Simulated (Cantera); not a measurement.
Charge: 1 mol Si3N4, 0.35 mol CO2, 1.8 mol H2, 0.012 mol O2, held at 0.000200 bar.

Cantera equilibrium calculation (NASA polynomials, part measured and part estimated; ideal gas, pure solids and liquids). Candidate condensed phases: C, C6H6, C7H8, C8H18, H2O, Si, SiC, SiO2, Si2N2O, Si3N4; 151 gas species. Mutual solubility and eutectic melting of coexisting phases are not modelled. Rates play no part.

Problem. Which condensed phases are stable at each of these points (T (°C)): 727, 777, 827, 877, 927, 977, 1027, 1077, 1127, 1177, 1227, 1277?

Solution. 
```json
[
 {"T (°C)": "727", "condensed phases": "C(graphite) + Si2N2O(s) + Si3N4(s)", "Si condensed (%)": "100.0"},
 {"T (°C)": "777", "condensed phases": "C(graphite) + Si2N2O(s) + Si3N4(s)", "Si condensed (%)": "100.0"},
 {"T (°C)": "827", "condensed phases": "C(graphite) + SiC(s) + Si2N2O(s) + Si3N4(s)", "Si condensed (%)": "100.0"},
 {"T (°C)": "877", "condensed phases": "SiC(s) + Si2N2O(s) + Si3N4(s)", "Si condensed (%)": "100.0"},
 {"T (°C)": "927", "condensed phases": "SiC(s) + Si2N2O(s) + Si3N4(s)", "Si condensed (%)": "100.0"},
 {"T (°C)": "977", "condensed phases": "SiC(s) + Si2N2O(s) + Si3N4(s)", "Si condensed (%)": "100.0"},
 {"T (°C)": "1027", "condensed phases": "SiC(s) + Si2N2O(s) + Si3N4(s)", "Si condensed (%)": "100.0"},
 {"T (°C)": "1077", "condensed phases": "SiC(s) + Si2N2O(s) + Si3N4(s)", "Si condensed (%)": "100.0"},
 {"T (°C)": "1127", "condensed phases": "SiC(s) + Si2N2O(s) + Si3N4(s)", "Si condensed (%)": "100.0"},
 {"T (°C)": "1177", "condensed phases": "SiC(s) + Si2N2O(s) + Si3N4(s)", "Si condensed (%)": "99.9"},
 {"T (°C)": "1227", "condensed phases": "Si(s) + SiC(s) + Si2N2O(s) + Si3N4(s)", "Si condensed (%)": "99.7"},
 {"T (°C)": "1277", "condensed phases": "Si(s) + SiC(s) + Si2N2O(s)", "Si condensed (%)": "97.8"}
]
```

From 727 °C to 777 °C the condensed part is C(graphite) + Si2N2O(s) + Si3N4(s). At 827 °C the condensed part is C(graphite) + SiC(s) + Si2N2O(s) + Si3N4(s). From 877 °C to 1177 °C the condensed part is SiC(s) + Si2N2O(s) + Si3N4(s). At 1227 °C the condensed part is Si(s) + SiC(s) + Si2N2O(s) + Si3N4(s). At 1277 °C the condensed part is Si(s) + SiC(s) + Si2N2O(s).
